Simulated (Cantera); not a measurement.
**Transport properties of process gases**

Gas mixture: 35.5 % CO2, 39.2 % C2H6, 25.3 % H2, at 0.0750 Torr, frozen composition.

Cantera's kinetic-theory transport with the Lennard-Jones parameters of GRI-Mech 3.0, ideal gas; thermal conductivity in the mixture-averaged form. The composition is frozen, though it would react at the higher temperatures.

```tsv
T (K)	ρ (kg/m³)	cp (J/kg/K)	μ (µPa s)	λ (mW/m/K)	Pr	D (cm²/s) H2O	D (cm²/s) OH	D (cm²/s) CH3
400	8.40e-5	1705	16.1	59.6	0.460	3500	4960	3540
550	6.11e-5	2027	21.1	83.5	0.511	6500	8660	6260
700	4.80e-5	2294	25.5	107	0.545	10200	13100	9550
850	3.95e-5	2504	29.5	130	0.567	14600	18200	13300
1000	3.36e-5	2687	33.2	152	0.584	19600	23900	17600
1150	2.92e-5	2833	36.6	174	0.595	25200	30200	22300
```
D: mixture-averaged diffusion coefficient of that species in the mixture.
